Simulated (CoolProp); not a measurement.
Vapour-liquid equilibrium of CHF3 (R23) (1) + R227EA (2) at 235 K; x and y are mole fractions of (1).

Computed with CoolProp (multi-fluid Helmholtz-energy mixture model, Penoncello 2003 and Lemmon 2016; pair parameters Bell 2016).

Q: Give the bubble pressure and the first vapour's composition at x = 0.15, 0.55, 0.85. Is there an azeotrope?

A: x = 0.15: 149.6 kPa, y = 0.786; x = 0.55: 447.7 kPa, y = 0.953; x = 0.85: 643.6 kPa, y = 0.985. No azeotrope shows between x = 0.05 and 0.95.

The pair parameters rest on a limited set of measurements; away from them the model extrapolates. The gap from Raoult's law changes sign with composition, which may be real or a fault of the pair parameters; it wasn't checked against measurements.
